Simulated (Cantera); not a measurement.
Adiabatic ignition

An adiabatic, constant-pressure homogeneous reactor starts with CH4 : O2 : N2 = 1 : 3.28 : 12.3 (molar parts), at 1425 K and 1.00 atm.

Model: GRI-Mech 3.0 (53 species, 325 reactions), integrated in Cantera.

```tsv
t (s)	T (K)	x CH4	x O2	x CH2	x O	x CO	x C2H4	x OH
9.00e-6	1425	0.0603	0.198	<1e-12	1.52e-9	2.58e-12	<1e-12	2.51e-9
1.80e-5	1425	0.0603	0.198	<1e-12	1.95e-9	1.98e-11	4.06e-12	3.69e-9
3.61e-5	1425	0.0603	0.198	<1e-12	2.91e-9	1.63e-10	4.10e-11	6.50e-9
7.22e-5	1425	0.0603	0.198	<1e-12	5.26e-9	1.48e-9	4.37e-10	1.34e-8
0.000145	1425	0.0603	0.198	2.34e-12	1.21e-8	1.58e-8	5.53e-9	3.20e-8
0.000290	1425	0.0603	0.198	2.10e-11	3.57e-8	2.26e-7	9.48e-8	9.24e-8
0.000580	1425	0.0601	0.198	2.12e-10	1.19e-7	4.82e-6	2.03e-6	2.99e-7
0.00116	1430	0.0591	0.197	1.63e-9	3.97e-7	0.000114	3.36e-5	1.11e-6
0.00233	2425	<1e-12	0.0770	<1e-12	0.00690	0.0111	<1e-12	0.0144
0.00466	2502	<1e-12	0.0754	<1e-12	0.00402	0.00713	<1e-12	0.0118
0.00932	2497	<1e-12	0.0738	<1e-12	0.00389	0.00705	<1e-12	0.0116
0.0187	2492	<1e-12	0.0720	<1e-12	0.00373	0.00694	<1e-12	0.0113
0.0374	2488	<1e-12	0.0707	<1e-12	0.00363	0.00687	<1e-12	0.0112
0.0748	2487	<1e-12	0.0704	<1e-12	0.00361	0.00686	<1e-12	0.0111
0.150	2487	<1e-12	0.0704	<1e-12	0.00361	0.00686	<1e-12	0.0111
0.300	2487	<1e-12	0.0704	<1e-12	0.00361	0.00686	<1e-12	0.0111
```
x: mole fraction; the columns are a selection and need not sum to one.

time of steepest temperature rise: 2.08 ms
temperature at 0.300 s: 2487 K
equilibrium temperature: 2487 K
x(CH4) at 0.300 s: <1e-12 (gas-phase equilibrium <1e-12)
x(O2) at 0.300 s: 0.0704 (gas-phase equilibrium 0.0704)
x(CH2) at 0.300 s: <1e-12 (gas-phase equilibrium <1e-12)
